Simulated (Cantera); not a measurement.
Cantera run:

```python
import numpy as np
import cantera as ct

gas_names = """
    C CN CO CO2 C2 CCN CNC C2N2 C2O C3 C3O2 C4 C4N2 C5 N NCO NO NO2 NO3 N2 N2O O O2 O3 Si SiC SiC2 SiN
    SiO SiO2 Si2 Si2C Si2N Si3
""".split()
cond_names = """
    C(gr) Si(cr) Si(L) SiC(b) SiO2(Lqz) SiO2(hqz) SiO2(L) Si2N2O(s) Si3N4(a)
""".split()


# ... load() reads the species with a 1 bar reference pressure and builds the phases ...
atoms = {
    'SiC': {'Si': 1, 'C': 1},
    'O2': {'O': 2},
    'N2': {'N': 2},
}
top_T = {'C(gr)': 4500, 'SiC(b)': 3050, 'Si2N2O(s)': 2100, 'Si3N4(a)': 2400}  # K; cautious upper limits of use, not melting points


# ... equilibrate(T, P, feed) seeds the gas with the atoms and calls Mixture.equilibrate('TP', solver="vcs", rtol=1e-11, max_steps=5000) ...
results = []
feed = {'SiC': 1, 'O2': 0.0019, 'N2': 220}  # mol
T = 1875  # K
for P in [0.1, 1, 10, 100, 1000, 10000, 100000, 1000000]:
    mix = equilibrate(T, P, feed)
    results.append((T, P, feed, dict(zip(mix.species_names, mix.species_moles))))

top = {s: max(r[3][s] / sum(r[3][g] for g in gas_names) for r in results) for s in gas_names}
cols = sorted((s for s in top if top[s] > 0.0001), key=lambda s: -top[s])[:9]
seen = [c for c in cond_names if any(r[3].get(c, 0) > 1e-12 for r in results)]
print("log10 of partial pressures in bar; condensed amounts in mol")
print(f"{'P/Pa':>10s}" + "".join(f"{s[:9]:>10s}" for s in cols + seen))
for T, P, feed, n in results:
    ng = sum(n[g] for g in gas_names)
    print(f"{P:10.4g}" + "".join(f"{np.log10(max(n[s] / ng * P / 1e5, 1e-99)):10.3f}" for s in cols)
          + "".join(f"{n.get(c, 0):10.4g}" for c in seen))
```

Output:

```
log10 of partial pressures in bar; condensed amounts in mol
      P/Pa        N2        Si     C(gr)    SiC(b)  Si3N4(a)
       0.1    -6.002    -8.354    0.9295         0         0
         1    -5.002    -7.356    0.9436         0         0
        10    -4.001    -6.518    0.6617    0.2921         0
       100    -3.000    -6.518   0.06249    0.9288         0
      1000    -2.000    -6.518  0.002699    0.9927         0
     1e+04    -1.000    -5.921         0    0.9965         0
     1e+05    -0.000    -6.073         0    0.9963  0.001061
     1e+06     1.000    -6.740     0.996         0    0.3333
```

Equilibrium computed with Cantera from the NASA thermochemical tables; the gas is ideal and each condensed phase is pure. Mutual solubility and eutectic melting of coexisting phases are not modelled. The tables' values for SiN are old estimates; treat these amounts as uncertain.
